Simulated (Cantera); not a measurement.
**Adiabatic ignition**

An adiabatic, constant-pressure homogeneous reactor starts with CH₄ : C₂H₆ : O₂ : N₂ = 1 : 0.035 : 1.63 : 6.14 (molar parts), at 1675 K and 2.00 bar.

Computed with Cantera and GRI-Mech 3.0 (53 species, 325 reactions).

| t (s) | T (K) | x CH₄ | x C₂H₆ | x O₂ | x NO₂ | x O | x CH₂ | x H |
|---|---|---|---|---|---|---|---|---|
| 7.00e-6 | 1673 | 0.113 | 0.00366 | 0.185 | <1e-12 | 1.18e-6 | 2.32e-8 | 2.22e-6 |
| 1.83e-5 | 1673 | 0.112 | 0.00334 | 0.184 | <1e-12 | 3.30e-6 | 1.38e-7 | 8.34e-6 |
| 4.80e-5 | 1709 | 0.101 | 0.00299 | 0.176 | 6.93e-12 | 1.13e-5 | 8.68e-7 | 3.90e-5 |
| 0.000126 | 2810 | <1e-12 | <1e-12 | 0.00716 | 6.99e-8 | 0.00538 | <1e-12 | 0.0206 |
| 0.000329 | 2879 | <1e-12 | <1e-12 | 0.00535 | 3.36e-7 | 0.00383 | <1e-12 | 0.0163 |
| 0.000863 | 2873 | <1e-12 | <1e-12 | 0.00492 | 6.52e-7 | 0.00358 | <1e-12 | 0.0160 |
| 0.00226 | 2871 | <1e-12 | <1e-12 | 0.00479 | 7.47e-7 | 0.00351 | <1e-12 | 0.0160 |
| 0.00592 | 2871 | <1e-12 | <1e-12 | 0.00478 | 7.49e-7 | 0.00351 | <1e-12 | 0.0160 |
| 0.0155 | 2871 | <1e-12 | <1e-12 | 0.00478 | 7.49e-7 | 0.00351 | <1e-12 | 0.0160 |
| 0.0406 | 2871 | <1e-12 | <1e-12 | 0.00478 | 7.49e-7 | 0.00351 | <1e-12 | 0.0160 |
| 0.106 | 2871 | <1e-12 | <1e-12 | 0.00478 | 7.49e-7 | 0.00351 | <1e-12 | 0.0160 |
| 0.278 | 2871 | <1e-12 | <1e-12 | 0.00478 | 7.49e-7 | 0.00351 | <1e-12 | 0.0160 |
| 0.729 | 2871 | <1e-12 | <1e-12 | 0.00478 | 7.49e-7 | 0.00351 | <1e-12 | 0.0160 |
| 1.91 | 2871 | <1e-12 | <1e-12 | 0.00478 | 7.49e-7 | 0.00351 | <1e-12 | 0.0160 |
| 5.00 | 2871 | <1e-12 | <1e-12 | 0.00478 | 7.49e-7 | 0.00351 | <1e-12 | 0.0160 |
x: mole fraction; the columns are a selection and need not sum to one.

| Property | Value |
|---|---|
| time of steepest temperature rise | 79.2 µs |
| temperature at 5.00 s | 2871 K |
| equilibrium temperature | 2871 K |
| x(CH₄) at 5.00 s | <1e-12 (gas-phase equilibrium <1e-12) |
| x(C₂H₆) at 5.00 s | <1e-12 (gas-phase equilibrium <1e-12) |
| x(O₂) at 5.00 s | 0.00478 (gas-phase equilibrium 0.00478) |
